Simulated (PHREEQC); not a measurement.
3.4 g of hydrous ferric oxide (600 m²/g; 0.2 weak and 0.005 strong sites per Fe, Dzombak-Morel constants, diffuse double layer) in 1 kg of water with 0.005 mol/kgw of an inert sodium salt, at 25 °C; the pH is set by adding NaOH or the inert anion's acid. Oxygen is held at 0.21 atm. CO2 from the air is kept out. No solid was allowed to form.

Base run: PHREEQC, ion-association model, wateq4f.dat. Each further column changes one thing. The table gives surface charge σ (C/m²).

```tsv
pH	base	background salt from 0.005 to 0.0005 mol/kgw	oxide from 3.4 to 17 g/kgw	0.021 mol/kgw CaCl2 added
4	0.199	0.142	0.245	0.308
5.12	0.087	0.044	0.105	…
5.88	0.044	0.018	…	0.110
7	0.013	…	0.013	…
8.12	0.000	0.000	0.000	…
8.88	-0.008	-0.003	-0.008	0.018
10	-0.031	-0.013	…	0.017
```

Q: Some entries are withheld; supply them.

A: 
- 5.12, 0.021 mol/kgw CaCl2 added: 0.183
- 5.88, oxide from 3.4 to 17 g/kgw: 0.050
- 7, background salt from 0.005 to 0.0005 mol/kgw: 0.004
- 7, 0.021 mol/kgw CaCl2 added: 0.043
- 8.12, 0.021 mol/kgw CaCl2 added: 0.019
- 10, oxide from 3.4 to 17 g/kgw: -0.035
